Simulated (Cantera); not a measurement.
A closed system holds: 1 mol SiCl4, 0.64 mol HCl, 1.4 mol H2, at 5.00 bar.

Cantera equilibrium calculation (NASA polynomials, part measured and part estimated; ideal gas, pure solids and liquids). Candidate condensed phases: Si; 19 gas species. Rates play no part. All values below are at 602 °C.

Base state: H2 0.459, SiCl4 0.327, HCl 0.212, SiHCl3 0.00155 (mole fractions); condensed: gas only.

Task: What changes in the equilibrium state with this change: H2 from 1.4 to 0.46 mol?

Result: 
```json
[
 {"species": "SiCl4", "before": "0.327", "after": "0.475"},
 {"species": "HCl", "before": "0.212", "after": "0.306"},
 {"species": "H2", "before": "0.459", "after": "0.218"},
 {"species": "SiHCl3", "before": "0.00155", "after": "0.000743"}
]
```
